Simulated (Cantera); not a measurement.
A closed system holds: 1 mol SiC, 0.27 mol C, 8.5 mol N2, at 1823.15 K and 3.80 Pa.

Cantera equilibrium calculation (NASA polynomials, part measured and part estimated; ideal gas, pure solids and liquids). Candidate condensed phases: C, Si, SiC, Si3N4; 20 gas species. Kinetics and transport are ignored.

Base state: N2 0.997, Si 0.00312, SiC2 5.19e-5, Si2C 3.74e-5 (mole fractions); condensed: C(graphite) + SiC(s).

Q: What changes in the equilibrium state with this change: temperature from 1823.15 K to 1448.15 K?

A: 
```
species            before    after
----------------  -------  -------
N2                  0.997     1.00
Si                0.00312  4.56e-7
SiC2              5.19e-5    <1e-9
Si2C              3.74e-5    <1e-9
C(graphite), mol    0.296    0.270
SiC(s), mol         0.972    1.000
```
